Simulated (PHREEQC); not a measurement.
Make-up at 20 °C: 2 mmol/kgw HF, 5.5 mmol/kgw NH4HF2 and 79 mmol/kgw H2SO4. Closed to the air; pH follows from the charge balance.

Equilibrium calculation in PHREEQC: ion-association model, wateq4f.dat.

Precipitation was switched off in this run.

Task: Order these S species by the share of S that they hold, largest first: NH4SO4-, SO4-2, HSO4-.

Result: HSO4- (75 %), SO4-2 (24 %), NH4SO4- (0.56 %)

The pH is 1.12 and the ionic strength 0.117 mol/kgw. Species that the database lacks are ignored. wateq4f.dat counts part of the HF as a dimer, H2F2, which phreeqc.dat doesn't know; its constant is uncertain.
